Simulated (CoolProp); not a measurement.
A closed Brayton cycle with carbon dioxide: compressor inlet 314.15 K and 9.4 MPa, high pressure 22.8 MPa, turbine inlet 655 K, compressor efficiency 0.85, turbine efficiency 0.85, recuperator effectiveness 0.8 (on enthalpy, no pinch check). Each further row changes one setting.

Computed with CoolProp (reference Helmholtz-energy equation of state, Span 1996).

| case | thermal efficiency (%) | net work (kJ/kg) | compressor to turbine work | compressor exit (K) | turbine exit (K) |
|---|---|---|---|---|---|
| as stated | 23.3 | 58.3 | 0.31 | 351.2 | 565.2 |
| turbine inlet 605 K | 21.6 | [?] | 0.34 | 351.2 | 518.3 |
| compressor inlet 324.15 K | [?] | 45.3 | 0.46 | [?] | 565.2 |
| high pressure 19.4 MPa | [?] | [?] | 0.28 | 344.0 | 581.4 |
| recuperator effectiveness 0.5 | 17.6 | 58.3 | 0.31 | 351.2 | 565.2 |

### Question
Fill in the missing entries.

### Answer

- turbine inlet 605 K, net work (kJ/kg): 49.9
- compressor inlet 324.15 K, thermal efficiency (%): 21.5
- compressor inlet 324.15 K, compressor exit (K): 388.4
- high pressure 19.4 MPa, thermal efficiency (%): 21.4
- high pressure 19.4 MPa, net work (kJ/kg): 50.3
